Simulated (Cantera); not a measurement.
## Thermodynamics of hydrogen reduction and annealing atmospheres, feed Cr₂O₃ + H₂ + N₂

A closed system holds: 1 mol Cr₂O₃, 250 mol H₂, 1 mol N₂, at 0.133 bar.

Equilibrium computed with Cantera from the NASA thermochemical tables; the gas is ideal and each condensed phase is pure. Candidate condensed phases: Cr, CrN, Cr₂N, Cr₂O₃, H₂O; 29 gas species. Mutual solubility and eutectic melting of coexisting phases are not modelled. Kinetics and transport are ignored.

| T (°C) | x H₂ | x H₂O | x Cr | x N₂ | n CrN(s) | n Cr₂O₃(s) | n Cr₂N(s) | n Cr(s) |
|---|---|---|---|---|---|---|---|---|
| 502 | 0.996 | 2.52e-6 | <1e-12 | 0.00397 | 0.000422 | 1.000 | 0 | 0 |
| 702 | 0.996 | 1.41e-5 | <1e-12 | 0.00398 | 0 | 0.999 | 0.00118 | 0 |
| 902 | 0.996 | 8.67e-5 | 6.64e-10 | 0.00397 | 0 | 0.993 | 0.00725 | 0 |
| 1102 | 0.996 | 0.000501 | 2.53e-7 | 0.00398 | 0 | 0.958 | 0 | 0.0837 |
| 1302 | 0.994 | 0.00198 | 1.83e-5 | 0.00398 | 0 | 0.835 | 0 | 0.326 |
| 1502 | 0.989 | 0.00570 | 0.000487 | 0.00398 | 0 | 0.522 | 0 | 0.833 |
| 1702 | 0.974 | 0.0118 | 0.00646 | 0.00395 | 0 | 0 | 0 | 0.352 |
x: gas mole fraction; n: condensed amount in mol.

At 502 °C the condensed part is CrN(s) + Cr₂O₃(s). From 702 °C to 902 °C the condensed part is Cr₂N(s) + Cr₂O₃(s). From 1102 °C to 1502 °C the condensed part is Cr(s) + Cr₂O₃(s). At 1702 °C the condensed part is Cr(s).
